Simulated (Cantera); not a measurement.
Input: 1 mol FeS₂, 37 mol H₂, equilibrated at 10000 Pa.

Method: chemical equilibrium by Gibbs-energy minimisation in Cantera with the NASA 1993 tables (ideal gas, pure condensed phases). Candidate condensed phases: Fe, FeS, FeS₂, S; 8 gas species. FeS: taken at fixed stoichiometry. Equilibrium is a limit: real reactors are often held back by kinetics, nucleation or transport.

Q: At 900 °C, list the 3 most abundant gas species with their mole fractions, and the condensed phases.

A: H₂ 0.973, H₂S 0.0270, S₂ 1.02e-5. Condensed: FeS(s).
